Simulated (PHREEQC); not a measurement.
1 kg of water holding 0.029 mol KCl, 0.00016 mol CaSO4 and 0.52 mol NaBr is evaporated at 25 °C; the solids stay in contact with the brine. The system is closed to CO2. Solids allowed: Arcanite, Glaserite, Glauberite, Gypsum, Anhydrite, Halite, Mirabilite, Misenite, Portlandite, Sylvite, Syngenite, Thenardite. Others were left out.

Computed with PHREEQC (Pitzer model, pitzer.dat).

| water left (kg) | ionic strength | water activity | Cl in solution (mol/kgw) | K in solution (mol/kgw) |
|---|---|---|---|---|
| 1 | 0.550 | 0.982 | 0.0290 | 0.0290 |
| 0.8219 | 0.669 | 0.978 | 0.0353 | 0.0353 |
| 0.6755 | 0.814 | 0.973 | 0.0429 | 0.0429 |
| 0.5552 | 0.990 | 0.967 | 0.0522 | 0.0522 |
| 0.4563 | 1.20 | 0.959 | 0.0636 | 0.0636 |
| 0.375 | 1.47 | 0.950 | 0.0773 | 0.0773 |
| 0.3082 | 1.78 | 0.938 | 0.0941 | 0.0941 |
| 0.2533 | 2.17 | 0.923 | 0.114 | 0.114 |
| 0.2082 | 2.64 | 0.904 | 0.139 | 0.139 |
| 0.1711 | 3.21 | 0.879 | 0.169 | 0.169 |
| 0.1407 | 3.91 | 0.848 | 0.206 | 0.206 |
